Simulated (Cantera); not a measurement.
Feed: 1 mol Al2O3, 6.9 mol H2O, at 1627 °C and 0.280 bar.

Cantera equilibrium calculation (NASA polynomials, part measured and part estimated; ideal gas, pure solids and liquids). Candidate condensed phases: Al, Al2O3, H2O; 19 gas species. Gases not in the tables: Al(OH)3. The numbers say what is thermodynamically allowed, not how fast it happens.

Base state: H2O 0.991, H2 0.00521, O2 0.00219, OH 0.00169, H 0.000108, O 2.64e-5 (mole fractions); condensed: Al2O3(s).

Question: What changes in the equilibrium state with this change: Al2O3 replaced by TiO2?

Answer: 
| species | before | after |
|---|---|---|
| H2O | 0.991 | 0.991 |
| H2 | 0.00521 | 0.00521 |
| O2 | 0.00219 | 0.00219 |
| OH | 0.00169 | 0.00169 |
| H | 0.000108 | 0.000108 |
| Al2O3(s), mol | 1.00 | 0 |
| TiO2(rutile), mol | 0 | 1.000 |
Gases not in the tables: TiO(OH)2. Further candidate phases: Ti, TiO, TiO2, Ti2O3, Ti3O5, Ti4O7.
